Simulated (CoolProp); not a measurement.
The numbers come from the reference Helmholtz-energy equation of state, de Reuck 1993 in CoolProp.

Problem. Give the vapour pressure (MPa), liquid cp (kJ/(kg K)), vapour Z, surface tension (mN/m) of saturated methanol at 268.3, 285 K.

Solution. 
```
T (K)  p (MPa)  liquid cp (kJ/(kg K))  vapour Z  surface tension (mN/m)
-----  -------  ---------------------  --------  ----------------------
268.3  0.00297                   2.38     0.988                    24.7
285    0.00828                   2.46     0.982                    23.3
```

Surface tension comes from a separate correlation (Mulero 2012).
